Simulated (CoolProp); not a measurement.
Vapour-liquid equilibrium of CH2F2 (R32) (1) + isobutane (2) at 308 K; x and y are mole fractions of (1).

Computed with CoolProp (multi-fluid Helmholtz-energy mixture model, Tillner-Roth 1997 and Bücker 2006; pair parameters Bell 2016).

```
x      bubble pressure, mixture model (bar)  bubble pressure, Raoult's law (bar)  y, mixture model  y, Raoult's law
-----  ------------------------------------  -----------------------------------  ----------------  ---------------
0.05                                  7.640                                5.488             0.375            0.199
0.125                                 11.38                                6.777                 ?            0.402
0.2                                   14.24                                8.066             0.660            0.541
0.275                                 16.36                                9.355                 ?            0.641
0.35                                  17.88                                10.64                 ?            0.717
0.425                                 18.98                                11.93             0.755            0.777
0.5                                   19.81                                13.22             0.772            0.825
0.575                                     ?                                14.51                 ?            0.864
0.65                                  21.07                                15.80             0.803            0.897
0.725                                     ?                                17.09             0.823            0.926
0.8                                   22.03                                18.38             0.848            0.950
0.875                                 22.31                                19.67             0.885            0.971
0.95                                      ?                                20.96                 ?            0.989
```

Fill in the missing entries.


- 0.125, y, mixture model: 0.574
- 0.275, y, mixture model: 0.706
- 0.35, y, mixture model: 0.735
- 0.575, bubble pressure, mixture model (bar): 20.48
- 0.575, y, mixture model: 0.787
- 0.725, bubble pressure, mixture model (bar): 21.59
- 0.95, bubble pressure, mixture model (bar): 22.24
- 0.95, y, mixture model: 0.942

The largest gap from Raoult's law is +76.5 % in bubble pressure, at x = 0.2. y crosses x between x = 0.875 and 0.95: the model has an azeotrope there.

The pair parameters rest on a limited set of measurements; away from them the model extrapolates. With so large a gap from Raoult's law the liquid may split in two, which this calculation doesn't test in full.
